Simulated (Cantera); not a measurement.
A perfectly stirred reactor is fed with 11.8 % CO, 9.80 % H₂, 14.7 % O₂, 55.1 % N₂, 8.62 % H₂O, at 1.30 bar; it is adiabatic with a 325 K inlet, and is followed from long to short residence time, starting on the burning branch (τ in s: 0.094, 0.03, 0.0097, 0.0031, 0.00099, 0.00032, 0.0001, 3.2e-05, 1e-05, 3.3e-06).

Computed with Cantera and GRI-Mech 3.0 (53 species, 325 reactions).

Task: Predict: blow-out, bracketed by the residence times tried; x(CO) at τ = 94.0 ms; x(H₂) at τ = 94.0 ms; x(O₂) at τ = 94.0 ms; x(N₂O) at τ = 94.0 ms; x(H₂O) at τ = 94.0 ms; x(CO) at τ = 0.320 ms; x(H₂) at τ = 0.320 ms; x(O₂) at τ = 0.320 ms; x(N₂O) at τ = 0.320 ms; x(H₂O) at τ = 0.320 ms.

Result: 
```json
{
  "blow_out_bracketed_by_the_residence_times_tried": "burning at 0.100 ms, out at 32.0 µs",
  "x(CO) at τ = 94.0 ms": "0.00146",
  "x(H₂) at τ = 94.0 ms": "0.000460",
  "x(O₂) at τ = 94.0 ms": "0.0433",
  "x(N₂O) at τ = 94.0 ms": "2.55e-7",
  "x(H₂O) at τ = 94.0 ms": "0.204",
  "x(CO) at τ = 0.320 ms": "0.0249",
  "x(H₂) at τ = 0.320 ms": "0.00757",
  "x(O₂) at τ = 0.320 ms": "0.0558",
  "x(N₂O) at τ = 0.320 ms": "2.41e-7",
  "x(H₂O) at τ = 0.320 ms": "0.188"
}
```
